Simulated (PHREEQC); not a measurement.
Make-up at 25 °C: 15 mmol/kgw ZnSO4, 13 mmol/kgw KCl and 0.48 mmol/kgw MnSO4. Closed to the air; pH follows from the charge balance.

Model: ion-association model, phreeqc.dat, run in PHREEQC.

Question: The ionic strength comes out as 0.0536 mol/kgw. What activity coefficients do ZnCl+, SO4-2, MnCl+, HSO4-, H+ get?

Answer: ZnCl+ 0.81, SO4-2 0.45, MnCl+ 0.82, HSO4- 0.82, H+ 0.85.

This is a speciation only: nothing precipitates in the calculation. Complexes and solids missing from the database can't appear.
